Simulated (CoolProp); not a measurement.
Vapour-liquid equilibrium of methanol (1) + acetone (2) at 449.5 K; x and y are mole fractions of (1).

Model: multi-fluid Helmholtz-energy mixture model, de Reuck 1993 and Lemmon 2006; pair parameters Bell 2016, in CoolProp.

| x | bubble pressure, mixture model (kPa) | bubble pressure, Raoult's law (kPa) | y, mixture model | y, Raoult's law |
|---|---|---|---|---|
| 0.05 | 1926 | 1892 | 0.070 | 0.066 |
| 0.2 | 2104 | 1991 | 0.255 | 0.253 |
| 0.35 | (withheld) | 2090 | (withheld) | 0.422 |
| 0.5 | 2369 | 2188 | 0.551 | 0.575 |
| 0.65 | 2456 | 2287 | 0.681 | 0.715 |
| 0.8 | 2508 | 2385 | 0.810 | 0.844 |
| 0.95 | (withheld) | 2484 | 0.949 | 0.963 |

### Question
Some entries are withheld; supply them.

### Answer

- 0.35, bubble pressure, mixture model (kPa): 2252
- 0.35, y, mixture model: 0.411
- 0.95, bubble pressure, mixture model (kPa): 2522

The largest gap from Raoult's law is +8.3 % in bubble pressure, at x = 0.5. y crosses x between x = 0.8 and 0.95: the model has an azeotrope there.

Pair parameters are fitted to limited data, so mixtures are less certain than the pure fluids.
